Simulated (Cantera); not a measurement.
Charge: 1 mol Si, 2.8 mol Cl2, 1.1 mol H2, 0.91 mol HCl, held at 1673.15 K and 5.20 bar.

Method: chemical equilibrium by Gibbs-energy minimisation in Cantera with the NASA 1993 tables (ideal gas, pure condensed phases). Candidate condensed phases: Si; 19 gas species. The tables' values for SiCl3 are old estimates; treat these amounts as uncertain. Rates play no part.

Base state: HCl 0.680, SiCl4 0.233, H2 0.0610, SiCl3 0.0193, SiHCl3 0.00375, SiCl2 0.00334, Cl 0.000107, H 1.24e-5 (mole fractions); condensed: gas only.

**Question.** What changes in the equilibrium state with this change: HCl from 0.91 to 1.7 mol?

**Answer.** 
```tsv
species	before	after
HCl	0.680	0.732
SiCl4	0.233	0.197
H2	0.0610	0.0529
SiCl3	0.0193	0.0141
SiH2Cl2	1.04e-5	5.72e-6
SiCl2	0.00334	0.00211
SiHCl3	0.00375	0.00255
```

**Question.** What changes in the equilibrium state with this change: Si replaced by SiCl4?

**Answer.** 
| species | before | after |
|---|---|---|
| HCl | 0.680 | 0.525 |
| Cl2 | 2.17e-6 | 0.268 |
| SiCl4 | 0.233 | 0.169 |
| H2 | 0.0610 | 2.95e-7 |
| SiCl3 | 0.0193 | 3.98e-5 |
| Cl | 0.000107 | 0.0378 |
| SiHCl3 | 0.00375 | 1.70e-8 |
| SiCl2 | 0.00334 | 1.96e-8 |
| SiH2Cl2 | 1.04e-5 | <1e-9 |
